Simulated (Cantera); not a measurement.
Gas mixture: 100 % O₂, at 975 Torr, frozen composition.

Cantera's kinetic-theory transport with the Lennard-Jones parameters of GRI-Mech 3.0, ideal gas; thermal conductivity in the multicomponent form.

D: mixture-averaged diffusion coefficient of that species in the mixture.

```json
[
 {"T (K)": "400", "ρ (kg/m³)": "1.25", "cp (J/kg/K)": "941.4", "μ (µPa s)": "25.6", "λ (mW/m/K)": "33.9", "Pr": "0.712", "D (cm²/s) N₂": "0.269", "D (cm²/s) CH₃": "0.295", "D (cm²/s) NO": "0.264"},
 {"T (K)": "650", "ρ (kg/m³)": "0.770", "cp (J/kg/K)": "1017", "μ (µPa s)": "36.0", "λ (mW/m/K)": "51.6", "Pr": "0.710", "D (cm²/s) N₂": "0.617", "D (cm²/s) CH₃": "0.682", "D (cm²/s) NO": "0.606"},
 {"T (K)": "900", "ρ (kg/m³)": "0.556", "cp (J/kg/K)": "1074", "μ (µPa s)": "___", "λ (mW/m/K)": "___", "Pr": "0.709", "D (cm²/s) N₂": "___", "D (cm²/s) CH₃": "___", "D (cm²/s) NO": "___"},
 {"T (K)": "1150", "ρ (kg/m³)": "0.435", "cp (J/kg/K)": "1109", "μ (µPa s)": "52.5", "λ (mW/m/K)": "82.1", "Pr": "0.709", "D (cm²/s) N₂": "1.60", "D (cm²/s) CH₃": "1.78", "D (cm²/s) NO": "1.57"},
 {"T (K)": "1400", "ρ (kg/m³)": "0.357", "cp (J/kg/K)": "1134", "μ (µPa s)": "___", "λ (mW/m/K)": "___", "Pr": "0.708", "D (cm²/s) N₂": "___", "D (cm²/s) CH₃": "___", "D (cm²/s) NO": "___"},
 {"T (K)": "1650", "ρ (kg/m³)": "0.303", "cp (J/kg/K)": "1155", "μ (µPa s)": "66.4", "λ (mW/m/K)": "108", "Pr": "0.708", "D (cm²/s) N₂": "2.92", "D (cm²/s) CH₃": "3.25", "D (cm²/s) NO": "2.87"},
 {"T (K)": "1900", "ρ (kg/m³)": "0.263", "cp (J/kg/K)": "1174", "μ (µPa s)": "72.7", "λ (mW/m/K)": "121", "Pr": "0.707", "D (cm²/s) N₂": "3.69", "D (cm²/s) CH₃": "4.11", "D (cm²/s) NO": "3.62"}
]
```

Task: Fill in the missing entries.

Result: 
- 900, μ (µPa s): 44.7
- 900, λ (mW/m/K): 67.7
- 900, D (cm²/s) N₂: 1.06
- 900, D (cm²/s) CH₃: 1.18
- 900, D (cm²/s) NO: 1.05
- 1400, μ (µPa s): 59.7
- 1400, λ (mW/m/K): 95.6
- 1400, D (cm²/s) N₂: 2.22
- 1400, D (cm²/s) CH₃: 2.48
- 1400, D (cm²/s) NO: 2.18
